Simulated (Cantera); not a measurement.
Input: 1 mol TEOS, 5.7 mol H2O, 1.5 mol H2, at 550 °C and 133 Pa.

Method: chemical equilibrium by Gibbs-energy minimisation in Cantera with the NASA 1993 tables (ideal gas, pure condensed phases). Candidate condensed phases: C, C6H6, C7H8, C8H18, H2O, Si, SiC, SiO2; 123 gas species. The feed counts by its element totals alone. Rates play no part.

Base state: H2 0.693, CO 0.297, CO2 0.00562, H2O 0.00362, CH4 0.000596 (mole fractions); condensed: C(graphite) + SiO2(α-quartz).

What changes in the equilibrium state with this change: temperature from 550 °C to 300 °C?


| species | before | after |
|---|---|---|
| H2 | 0.693 | 0.561 |
| H2O | 0.00362 | 0.258 |
| CO2 | 0.00562 | 0.0902 |
| CO | 0.297 | 0.00480 |
| CH4 | 0.000596 | 0.0859 |
| C(graphite), mol | 0.513 | 4.86 |
| SiO2(α-quartz), mol | 1.00 | 1.00 |

What changes in the equilibrium state with this change: pressure from 133 Pa to 7.70 Pa?


| species | before | after |
|---|---|---|
| H2 | 0.693 | 0.691 |
| CO | 0.297 | 0.309 |
| CO2 | 0.00562 | 0.000349 |
| H2O | 0.00362 | 0.000217 |
| CH4 | 0.000596 | 3.42e-5 |
| C(graphite), mol | 0.513 | 0.313 |
| SiO2(α-quartz), mol | 1.00 | 1.00 |
